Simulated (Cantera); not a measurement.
# Premixed flame

A freely propagating, adiabatic, planar premixed flame of H2 : O2 : N2 : H2O = 1 : 0.294 : 1.11 : 0.53 (molar parts), equivalence ratio 1.7, unburnt at 500 K and 170000 Pa; mixture-averaged transport, grid criteria slope 0.08 and curve 0.16, no radiation.

Model: the H2/O2 subset of GRI-Mech 3.0, which has no nitrogen chemistry, integrated in Cantera. Burning velocities carry a grid error of a few per cent, more on coarse grids.

```json
[
 {"z (mm)": "-0.540", "T (K)": "500", "u (m/s)": "4.17", "x H2": "0.341", "x O2": "0.100", "x H2O": "0.181", "x H2O2": "<1e-8", "x OH": "<1e-8", "x HO2": "<1e-8"},
 {"z (mm)": "-0.360", "T (K)": "500", "u (m/s)": "4.17", "x H2": "0.341", "x O2": "0.100", "x H2O": "0.181", "x H2O2": "<1e-8", "x OH": "<1e-8", "x HO2": "1.04e-8"},
 {"z (mm)": "-0.270", "T (K)": "500", "u (m/s)": "4.17", "x H2": "0.341", "x O2": "0.100", "x H2O": "0.181", "x H2O2": "<1e-8", "x OH": "<1e-8", "x HO2": "8.73e-8"},
 {"z (mm)": "-0.180", "T (K)": "501", "u (m/s)": "4.17", "x H2": "0.339", "x O2": "0.100", "x H2O": "0.181", "x H2O2": "1.67e-7", "x OH": "<1e-8", "x HO2": "3.13e-6"},
 {"z (mm)": "-0.0900", "T (K)": "556", "u (m/s)": "4.54", "x H2": "0.323", "x O2": "0.101", "x H2O": "0.188", "x H2O2": "2.43e-5", "x OH": "3.42e-5", "x HO2": "0.000409"},
 {"z (mm)": "-0.0450", "T (K)": "808", "u (m/s)": "6.42", "x H2": "0.289", "x O2": "0.0933", "x H2O": "0.218", "x H2O2": "6.26e-5", "x OH": "0.000643", "x HO2": "0.000557"},
 {"z (mm)": "0", "T (K)": "1155", "u (m/s)": "8.98", "x H2": "0.237", "x O2": "0.0697", "x H2O": "0.275", "x H2O2": "2.04e-5", "x OH": "0.00121", "x HO2": "0.000230"},
 {"z (mm)": "0.0450", "T (K)": "1404", "u (m/s)": "10.8", "x H2": "0.186", "x O2": "0.0381", "x H2O": "0.337", "x H2O2": "3.92e-6", "x OH": "0.00256", "x HO2": "9.66e-5"},
 {"z (mm)": "0.0900", "T (K)": "1542", "u (m/s)": "11.8", "x H2": "0.156", "x O2": "0.0168", "x H2O": "0.378", "x H2O2": "2.32e-6", "x OH": "0.00380", "x HO2": "3.83e-5"},
 {"z (mm)": "0.180", "T (K)": "1665", "u (m/s)": "12.7", "x H2": "0.141", "x O2": "0.00342", "x H2O": "0.404", "x H2O2": "1.37e-6", "x OH": "0.00463", "x HO2": "7.33e-6"},
 {"z (mm)": "0.360", "T (K)": "1759", "u (m/s)": "13.4", "x H2": "0.142", "x O2": "0.000851", "x H2O": "0.412", "x H2O2": "7.15e-7", "x OH": "0.00424", "x HO2": "1.94e-6"},
 {"z (mm)": "0.720", "T (K)": "1833", "u (m/s)": "13.8", "x H2": "0.146", "x O2": "0.000361", "x H2O": "0.417", "x H2O2": "3.42e-7", "x OH": "0.00322", "x HO2": "8.74e-7"},
 {"z (mm)": "1.44", "T (K)": "1885", "u (m/s)": "14.2", "x H2": "0.149", "x O2": "0.000137", "x H2O": "0.420", "x H2O2": "1.51e-7", "x OH": "0.00212", "x HO2": "3.56e-7"}
]
```
x: mole fraction of selected species; z is measured from the peak of heat release.

```json
{
  "laminar_burning_velocity": "417 cm/s",
  "thermal_thickness": "0.180 mm",
  "peak x(H2O2)": "6.35e-5",
  "peak x(OH)": "0.00464",
  "peak x(HO2)": "0.000711",
  "grid_points": "107"
}
```
